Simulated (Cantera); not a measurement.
An adiabatic, constant-pressure homogeneous reactor starts with CH4 : O2 : N2 = 1 : 2 : 7.52 (molar parts), at 1523 K and 8.10 bar. Integrator tolerance rtol = 1e-08.

Computed with Cantera and GRI-Mech 3.0 (53 species, 325 reactions).

Q: What does this change do: N2 7.52 to 15 parts?

A: 
| quantity | before | after |
|---|---|---|
| time of steepest temperature rise | 0.183 ms | 0.352 ms |
| temperature at 2.00 s | 2887 K | 2536 K |
| equilibrium temperature | 2887 K | 2536 K |
| x(CH4) at 2.00 s | <1e-12 (gas-phase equilibrium <1e-12) | <1e-12 (gas-phase equilibrium <1e-12) |
| x(O2) at 2.00 s | 0.0149 (gas-phase equilibrium 0.0149) | 0.00442 (gas-phase equilibrium 0.00442) |
| x(C2H4) at 2.00 s | <1e-12 (gas-phase equilibrium <1e-12) | <1e-12 (gas-phase equilibrium <1e-12) |
| x(C2H2) at 2.00 s | <1e-12 (gas-phase equilibrium <1e-12) | <1e-12 (gas-phase equilibrium <1e-12) |
| x(HO2) at 2.00 s | 1.00e-5 (gas-phase equilibrium 1.00e-5) | 1.49e-6 (gas-phase equilibrium 1.49e-6) |
| x(CO) at 2.00 s | 0.0353 (gas-phase equilibrium 0.0353) | 0.0105 (gas-phase equilibrium 0.0105) |
